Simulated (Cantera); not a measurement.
Cantera run:

```python
import numpy as np
import cantera as ct

gas_names = [...]  # 118 gases of nasa_gas.yaml made of C, Cl, F, H
cond_names = """
    C(gr) C6H6(L) C7H8(L) C8H18(L),n-octa
""".split()


# ... load() reads the species with a 1 bar reference pressure and builds the phases ...
atoms = {
    'CH3Cl': {'C': 1, 'H': 3, 'CL': 1},
    'F2': {'F': 2},
    'H2': {'H': 2},
}
top_T = {'C(gr)': 4500}  # K; cautious upper limits of use, not melting points


# ... equilibrate(T, P, feed) seeds the gas with the atoms and calls Mixture.equilibrate('TP', solver="vcs", rtol=1e-11, max_steps=5000) ...
results = []
T = 2800  # K
P = 10000  # Pa
for m in [0.085, 0.12, 0.18, 0.27, 0.39, 0.57, 0.83]:
    feed = {'CH3Cl': 1, 'F2': m, 'H2': 0.086}  # mol
    mix = equilibrate(T, P, feed)
    results.append((T, P, feed, dict(zip(mix.species_names, mix.species_moles))))
    x = sorted(zip(gas.X, gas.species_names), reverse=True)
    print(f"T = {T:g} K  P = {P:g} Pa  n(F2) = {m:g} mol  gas = {mix.phase_moles(0):.4g} mol")
    print("   x: " + "  ".join(f"{s} {v:.3e}" for v, s in x if v > 0.001))
    print("   condensed (mol): " + ("  ".join(f"{mix.phase(i).name} {mix.phase_moles(i):.4g}"
          for i in range(1, mix.n_phases) if mix.phase_moles(i) > 1e-12) or "none"))
```

Output:

```
T = 2800 K  P = 10000 Pa  n(F2) = 0.085 mol  gas = 2.48 mol
   x: H2 3.598e-01  HCL 3.105e-01  H 1.552e-01  CL 9.245e-02  HF 6.841e-02  C2H2,acetylene 1.200e-02
   condensed (mol): C(gr) 0.9317
T = 2800 K  P = 10000 Pa  n(F2) = 0.12 mol  gas = 2.515 mol
   x: H2 3.429e-01  HCL 3.045e-01  H 1.515e-01  HF 9.522e-02  CL 9.286e-02  C2H2,acetylene 1.144e-02
   condensed (mol): C(gr) 0.9337
T = 2800 K  P = 10000 Pa  n(F2) = 0.18 mol  gas = 2.576 mol
   x: H2 3.151e-01  HCL 2.943e-01  H 1.452e-01  HF 1.395e-01  CL 9.365e-02  C2H2,acetylene 1.051e-02
   condensed (mol): C(gr) 0.9372
T = 2800 K  P = 10000 Pa  n(F2) = 0.27 mol  gas = 2.667 mol
   x: HCL 2.797e-01  H2 2.761e-01  HF 2.021e-01  H 1.360e-01  CL 9.507e-02  C2H2,acetylene 9.213e-03
   condensed (mol): C(gr) 0.9424
T = 2800 K  P = 10000 Pa  n(F2) = 0.39 mol  gas = 2.787 mol
   x: HF 2.792e-01  HCL 2.611e-01  H2 2.289e-01  H 1.238e-01  CL 9.747e-02  C2H2,acetylene 7.636e-03
   condensed (mol): C(gr) 0.9491
T = 2800 K  P = 10000 Pa  n(F2) = 0.57 mol  gas = 2.968 mol
   x: HF 3.829e-01  HCL 2.343e-01  H2 1.669e-01  H 1.057e-01  CL 1.024e-01  C2H2,acetylene 5.567e-03  F 1.018e-03
   condensed (mol): C(gr) 0.9589
T = 2800 K  P = 10000 Pa  n(F2) = 0.83 mol  gas = 3.233 mol
   x: HF 5.115e-01  HCL 1.953e-01  CL 1.138e-01  H2 9.404e-02  H 7.934e-02  C2H2,acetylene 3.137e-03  F 1.812e-03
   condensed (mol): C(gr) 0.9721
```

Method: chemical equilibrium by Gibbs-energy minimisation in Cantera with the NASA 1993 tables (ideal gas, pure condensed phases).
